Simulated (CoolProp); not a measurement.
Dodecamethylcyclohexasiloxane (D6) along the isotherm 356.5 K: Z from the reference equation and from simpler models built on Tc = 645.8 K, pc = 9.614 bar, ω = 0.736; each cubic takes its own stable root.

Values from CoolProp's reference Helmholtz-energy equation of state, Colonna 2008. It is a short technical equation, of lower accuracy than the large ones.

```
p (bar)   phase  reference
-------  ------  ---------
0.076    liquid   0.001262
0.115    liquid   0.001910
0.173    liquid   0.002873
0.261    liquid   0.004334
0.394    liquid   0.006543
0.594    liquid   0.009863
0.896    liquid    0.01488
1.35     liquid    0.02241
2.04     liquid    0.03386
3.08     liquid    0.05110
4.64     liquid    0.07693
7        liquid     0.1160
10.6     liquid     0.1754
15.9     liquid     0.2626
24       liquid     0.3952
```

Task: How far does each simpler model (van der Waals, Redlich-Kwong) lie from the reference over these 15 states: mean and median of the absolute difference, and the worst?

Result: 
- van der Waals: mean 13421.0 %, median 78.2 %, worst +78410.3 % at 356.5 K and 0.076 bar
- Redlich-Kwong: mean 5221.5 %, median 20.5 %, worst +78037.9 % at 356.5 K and 0.076 bar

At some of these states van der Waals, Redlich-Kwong gives the other phase, because its saturation line lies elsewhere.
